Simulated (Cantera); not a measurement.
A perfectly stirred reactor is fed with CH₄ : O₂ : N₂ : CO₂ = 1 : 3.85 : 14.5 : 1.6 (molar parts), equivalence ratio 0.52, at 4.93 atm; it is adiabatic with a 350 K inlet, and is followed from long to short residence time, starting on the burning branch (τ in s: 0.021, 0.0099, 0.0047, 0.0023, 0.0011, 0.00053, 0.00025, 0.00012, 5.9e-05, 2.8e-05).

Detailed kinetics in Cantera: GRI-Mech 3.0 (53 species, 325 reactions).

Task: What does this change do: inlet temperature 350 to 423 K?

Result: 
| quantity | before | after |
|---|---|---|
| blow-out, bracketed by the residence times tried | burning at 9.90 ms, out at 4.70 ms | burning at 4.70 ms, out at 2.30 ms |
| x(CH₄) at τ = 21.0 ms | 0.000286 | 0.000117 |
| x(O₂) at τ = 21.0 ms | 0.0902 | 0.0891 |
| x(CO₂) at τ = 21.0 ms | 0.121 | 0.123 |
| x(O) at τ = 21.0 ms | 8.04e-6 | 1.18e-5 |
| x(C₂H) at τ = 21.0 ms | 5.99e-12 | 7.92e-12 |
| x(CH₄) at τ = 0.530 ms | 0.0477 | 0.0477 |
| x(O₂) at τ = 0.530 ms | 0.184 | 0.184 |
| x(CO₂) at τ = 0.530 ms | 0.0764 | 0.0764 |
| x(O) at τ = 0.530 ms | <1e-12 | <1e-12 |
| x(C₂H) at τ = 0.530 ms | <1e-12 | <1e-12 |

Task: What does this change do: 0.79 parts H2O added?

Result: 
```csv
quantity,before,after
"blow-out, bracketed by the residence times tried","burning at 9.90 ms, out at 4.70 ms","burning at 21.0 ms, out at 9.90 ms"
x(CH₄) at τ = 21.0 ms,0.000286,0.000693
x(O₂) at τ = 21.0 ms,0.0902,0.0892
x(CO₂) at τ = 21.0 ms,0.121,0.113
x(O) at τ = 21.0 ms,8.04e-6,4.31e-6
x(C₂H) at τ = 21.0 ms,5.99e-12,3.32e-12
x(CH₄) at τ = 0.530 ms,0.0477,0.0460
x(O₂) at τ = 0.530 ms,0.184,0.177
x(CO₂) at τ = 0.530 ms,0.0764,0.0736
x(O) at τ = 0.530 ms,<1e-12,<1e-12
x(C₂H) at τ = 0.530 ms,<1e-12,<1e-12
```
